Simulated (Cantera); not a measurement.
A perfectly stirred reactor is fed with 9.90 % NH₃, 90.1 % H₂, at 0.0270 bar; it is held at 2423 K, and followed from long to short residence time.

Computed with Cantera and the gas-phase N/H chemistry of the illustrative SiF4/NH3 mechanism in the Surface Chemkin manual (1991). Walls and surfaces, which speed up NH3 decomposition in real reactors, are not modelled.

x: mole fraction; the columns are a selection and need not sum to one.

```json
[
 {"τ (s)": "0.66", "x NH₃": "0.000241", "x H₂": "0.906", "x H": "0.0496", "x N": "(withheld)", "x N₂": "0.0437"},
 {"τ (s)": "0.24", "x NH₃": "0.00479", "x H₂": "0.939", "x H": "0.0136", "x N": "(withheld)", "x N₂": "0.0424"},
 {"τ (s)": "0.089", "x NH₃": "0.0216", "x H₂": "0.936", "x H": "0.00704", "x N": "(withheld)", "x N₂": "0.0347"},
 {"τ (s)": "0.032", "x NH₃": "0.0484", "x H₂": "0.923", "x H": "0.00507", "x N": "(withheld)", "x N₂": "0.0225"},
 {"τ (s)": "0.012", "x NH₃": "0.0734", "x H₂": "0.910", "x H": "0.00418", "x N": "(withheld)", "x N₂": "0.0110"},
 {"τ (s)": "0.0043", "x NH₃": "0.0899", "x H₂": "0.902", "x H": "0.00348", "x N": "(withheld)", "x N₂": "0.00347"},
 {"τ (s)": "0.0016", "x NH₃": "0.0967", "x H₂": "0.899", "x H": "0.00249", "x N": "(withheld)", "x N₂": "0.000553"}
]
```

Q: Complete the blanks.

A: 
- 0.66, x N: 8.36e-5
- 0.24, x N: 3.07e-5
- 0.089, x N: 1.90e-5
- 0.032, x N: 1.62e-5
- 0.012, x N: 1.42e-5
- 0.0043, x N: 1.03e-5
- 0.0016, x N: 4.18e-6
